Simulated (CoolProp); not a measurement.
R113 along the isotherm 222.55 °C: fugacity coefficient from the reference equation and from simpler models built on Tc = 214.1 °C, pc = 3392 kPa, ω = 0.253; each cubic takes its own stable root.

The numbers come from the reference Helmholtz-energy equation of state, Marx 1992 in CoolProp.

| p (kPa) | phase | reference | van der Waals | Redlich-Kwong | Soave-Redlich-Kwong |
|---|---|---|---|---|---|
| 391 | gas | 0.9636 | 0.9673 | 0.9629 | 0.9632 |
| 783 | gas | 0.9275 | 0.9346 | 0.9262 | 0.9268 |
| 1170 | gas | 0.8923 | 0.9025 | 0.8904 | 0.8913 |
| 1570 | gas | 0.8561 | 0.8692 | 0.8538 | 0.8550 |
| 1960 | gas | 0.8209 | 0.8367 | 0.8183 | 0.8199 |
| 2350 | gas | 0.7857 | 0.8039 | 0.7830 | 0.7849 |
| 2740 | gas | 0.7503 | 0.7705 | 0.7475 | 0.7497 |
| 3130 | gas | 0.7141 | 0.7360 | 0.7114 | 0.7141 |
| 3520 | supercritical | 0.6764 | 0.6988 | 0.6737 | 0.6772 |
| 3910 | supercritical | 0.6337 | 0.6543 | 0.6309 | 0.6362 |
| 4310 | supercritical | 0.5890 | 0.6127 | 0.5889 | 0.5946 |
| 4700 | supercritical | 0.5517 | 0.5784 | 0.5538 | 0.5595 |
| 5090 | supercritical | 0.5198 | 0.5491 | 0.5236 | 0.5293 |
